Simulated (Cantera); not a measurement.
Equilibrium for hydrogen reduction and annealing atmospheres: Fe3O4 + H2 + H2O

A closed system holds: 1 mol Fe3O4, 30 mol H2, 1.3 mol H2O, at 0.00133 bar.

Method: chemical equilibrium by Gibbs-energy minimisation in Cantera with the NASA 1993 tables (ideal gas, pure condensed phases). Candidate condensed phases: Fe, FeO, Fe(OH)2, Fe(OH)3, Fe2O3, Fe3O4, H2O; 12 gas species. Equilibrium is a limit: real reactors are often held back by kinetics, nucleation or transport.

```json
[
 {"T (K)": "1600", "log p H2": "-2.96", "log p H2O": "-3.65", "log p Fe": "-5.96", "log p H": "-5.74", "log p OH": "-7.84", "log p FeO": "-8.87", "log p O": "-10.71", "log p Fe(OH)2": "-8.42", "n Fe(γ)": "2.97", "n Fe(δ)": "0", "n Fe(l)": "0"},
 {"T (K)": "1650", "log p H2": "-2.96", "log p H2O": "-3.65", "log p Fe": "-5.57", "log p H": "-5.52", "log p OH": "-7.56", "log p FeO": "-8.40", "log p O": "-10.21", "log p Fe(OH)2": "-8.26", "n Fe(γ)": "2.94", "n Fe(δ)": "0", "n Fe(l)": "0"},
 {"T (K)": "1700", "log p H2": "-2.96", "log p H2O": "-3.65", "log p Fe": "-5.20", "log p H": "-5.31", "log p OH": "-7.29", "log p FeO": "-7.96", "log p O": "-9.74", "log p Fe(OH)2": "-8.11", "n Fe(γ)": "0", "n Fe(δ)": "2.85", "n Fe(l)": "0"},
 {"T (K)": "1750", "log p H2": "-2.96", "log p H2O": "-3.65", "log p Fe": "-4.86", "log p H": "-5.11", "log p OH": "-7.04", "log p FeO": "-7.54", "log p O": "-9.29", "log p Fe(OH)2": "-7.97", "n Fe(γ)": "0", "n Fe(δ)": "2.67", "n Fe(l)": "0"},
 {"T (K)": "1800", "log p H2": "-2.97", "log p H2O": "-3.66", "log p Fe": "-4.53", "log p H": "-4.93", "log p OH": "-6.80", "log p FeO": "-7.15", "log p O": "-8.87", "log p Fe(OH)2": "-7.85", "n Fe(γ)": "0", "n Fe(δ)": "2.29", "n Fe(l)": "0"},
 {"T (K)": "1850", "log p H2": "-2.98", "log p H2O": "-3.67", "log p Fe": "-4.23", "log p H": "-4.76", "log p OH": "-6.58", "log p FeO": "-6.79", "log p O": "-8.47", "log p Fe(OH)2": "-7.74", "n Fe(γ)": "0", "n Fe(δ)": "0", "n Fe(l)": "1.55"},
 {"T (K)": "1900", "log p H2": "-3.00", "log p H2O": "-3.69", "log p Fe": "-3.95", "log p H": "-4.60", "log p OH": "-6.37", "log p FeO": "-6.45", "log p O": "-8.10", "log p Fe(OH)2": "-7.65", "n Fe(γ)": "0", "n Fe(δ)": "0", "n Fe(l)": "0.105"},
 {"T (K)": "1950", "log p H2": "-3.01", "log p H2O": "-3.69", "log p Fe": "-3.94", "log p H": "-4.45", "log p OH": "-6.17", "log p FeO": "-6.38", "log p O": "-7.74", "log p Fe(OH)2": "-7.80", "n Fe(γ)": "0", "n Fe(δ)": "0", "n Fe(l)": "0"},
 {"T (K)": "2000", "log p H2": "-3.01", "log p H2O": "-3.70", "log p Fe": "-3.94", "log p H": "-4.30", "log p OH": "-5.98", "log p FeO": "-6.33", "log p O": "-7.40", "log p Fe(OH)2": "-7.96", "n Fe(γ)": "0", "n Fe(δ)": "0", "n Fe(l)": "0"},
 {"T (K)": "2050", "log p H2": "-3.02", "log p H2O": "-3.70", "log p Fe": "-3.95", "log p H": "-4.16", "log p OH": "-5.80", "log p FeO": "-6.28", "log p O": "-7.07", "log p Fe(OH)2": "-8.11", "n Fe(γ)": "0", "n Fe(δ)": "0", "n Fe(l)": "0"},
 {"T (K)": "2100", "log p H2": "-3.03", "log p H2O": "-3.71", "log p Fe": "-3.95", "log p H": "-4.02", "log p OH": "-5.62", "log p FeO": "-6.23", "log p O": "-6.76", "log p Fe(OH)2": "-8.26", "n Fe(γ)": "0", "n Fe(δ)": "0", "n Fe(l)": "0"}
]
```
log p: log10 of the partial pressure in bar; n: condensed amount in mol.

From 1600 K to 1650 K the condensed part is Fe(γ). From 1700 K to 1800 K the condensed part is Fe(δ). From 1850 K to 1900 K the condensed part is Fe(l). From 1950 K to 2100 K nothing is condensed. The main Fe-bearing gas is Fe throughout.
